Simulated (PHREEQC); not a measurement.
0.027 g of hydrous ferric oxide (600 m²/g; 0.2 weak and 0.005 strong sites per Fe, Dzombak-Morel constants, diffuse double layer) in 1 kg of water with 0.3 mol/kgw of an inert sodium salt and 7.5e-05 mmol/kgw H3BO3, at 25 °C; the pH is set by adding NaOH or the inert anion's acid. Oxygen alone is held at its pressure in air (log pO2 = -0.68). The system is closed to CO2. Precipitation was switched off in this run.

The numbers come from PHREEQC with the ion-association model, wateq4f.dat.

Question: Predict surface charge σ (C/m²), surface potential ψ (mV) at pH = 4.5, 7.5, 9.

Answer: 
```tsv
pH	surface charge σ (C/m²)	surface potential ψ (mV)
4.5	0.318	118
7.5	0.034	26
9	-0.051	-38
```

The oxide is taken as insoluble; below pH 4 it would dissolve.
